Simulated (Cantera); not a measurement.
A perfectly stirred reactor is fed with N2O : H2 : N2 = 1 : 0.0071 : 3.2 (molar parts), at 0.150 bar; it is held at 1450 K, and followed from long to short residence time.

Cantera simulation using GRI-Mech 3.0 (53 species, 325 reactions); the numbers are that mechanism's predictions, not measurements. GRI-Mech 3.0 was tuned for natural gas; its chemistry of N2O as a main component is partial and can be far from experiment. The temperature is held fixed by assumption; the heat of reaction is taken as removed at once.

Problem. What does this change do: N2O 1 to 6.4 parts?

Solution. 
| quantity | before | after |
|---|---|---|
| x(N2O) at τ = 3.10 s | 0.0161 | 0.0389 |
| x(H2) at τ = 3.10 s | 2.43e-6 | 1.18e-6 |
| x(HO2) at τ = 3.10 s | 2.60e-8 | 1.72e-8 |
| x(NO) at τ = 3.10 s | 0.0330 | 0.0825 |
| x(O2) at τ = 3.10 s | 0.0818 | 0.194 |
| x(N2O) at τ = 0.120 s | 0.146 | 0.386 |
| x(H2) at τ = 0.120 s | 4.30e-5 | 2.26e-5 |
| x(HO2) at τ = 0.120 s | 2.90e-7 | 1.92e-7 |
| x(NO) at τ = 0.120 s | 0.0161 | 0.0442 |
| x(O2) at τ = 0.120 s | 0.0319 | 0.0827 |

Problem. What does this change do: temperature 1450 to 1175 K?

Solution. 
```
quantity                before     after
---------------------  -------  --------
x(N2O) at τ = 3.10 s    0.0161     0.197
x(H2) at τ = 3.10 s    2.43e-6   3.35e-5
x(HO2) at τ = 3.10 s   2.60e-8   3.94e-8
x(NO) at τ = 3.10 s     0.0330   0.00307
x(O2) at τ = 3.10 s     0.0818    0.0157
x(N2O) at τ = 0.120 s    0.146     0.235
x(H2) at τ = 0.120 s   4.30e-5  0.000420
x(HO2) at τ = 0.120 s  2.90e-7   7.81e-7
x(NO) at τ = 0.120 s    0.0161  0.000140
x(O2) at τ = 0.120 s    0.0319  0.000724
```
The mechanism lacks the step 2 NO + O2 → 2 NO2, which can matter for NO2 below about 1400 K.
